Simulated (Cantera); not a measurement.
Cantera run, input and output.

```python
import numpy as np
import cantera as ct

gas = ct.Solution("gri30.yaml", transport_model="mixture-averaged")
show = ['H', 'NO', 'H2']

rows = []
print(f"{'T/K':>7s}{'rho':>11s}{'cp':>10s}{'mu':>11s}{'lambda':>11s}{'Pr':>7s}" + "".join(f"{'D_' + s:>11s}" for s in show))
for T in [400, 550, 700, 850, 1000, 1150, 1300]:
    gas.TPX = T, 310, {'N2': 0.2, 'O2': 0.37}
    Pr = gas.cp_mass * gas.viscosity / gas.thermal_conductivity
    D = [gas.mix_diff_coeffs_mole[gas.species_index(s)] for s in show]
    rows.append([gas.density, gas.cp_mass, gas.viscosity, gas.thermal_conductivity, Pr, *D])
    print(f"{T:7g}{gas.density:11.4e}{gas.cp_mass:10.1f}{gas.viscosity:11.4e}"
          f"{gas.thermal_conductivity:11.4e}{Pr:7.3f}" + "".join(f"{d:11.4e}" for d in D))
print("SI units: kg/m3, J/kg/K, Pa s, W/m/K, m2/s")
```

Output:

```
    T/K        rho        cp         mu     lambda     Pr        D_H       D_NO       D_H2
    400 2.8523e-03     975.2 2.4482e-05 3.3471e-02  0.713 6.8368e-02 1.1081e-02 4.2477e-02
    550 2.0744e-03    1012.3 3.0630e-05 4.3774e-02  0.708 1.1879e-01 1.9120e-02 7.2509e-02
    700 1.6299e-03    1051.7 3.6071e-05 5.3611e-02  0.708 1.7921e-01 2.8742e-02 1.0841e-01
    850 1.3422e-03    1087.0 4.1040e-05 6.2937e-02  0.709 2.4876e-01 3.9809e-02 1.4971e-01
   1000 1.1409e-03    1115.6 4.5668e-05 7.1801e-02  0.710 3.2679e-01 5.2225e-02 1.9606e-01
   1150 9.9209e-04    1136.5 5.0033e-05 8.0265e-02  0.708 4.1282e-01 6.5915e-02 2.4717e-01
   1300 8.7762e-04    1154.5 5.4186e-05 8.8390e-02  0.708 5.0648e-01 8.0819e-02 3.0283e-01
SI units: kg/m3, J/kg/K, Pa s, W/m/K, m2/s
```

Model: GRI-Mech 3.0 (53 species, 325 reactions), integrated in Cantera.
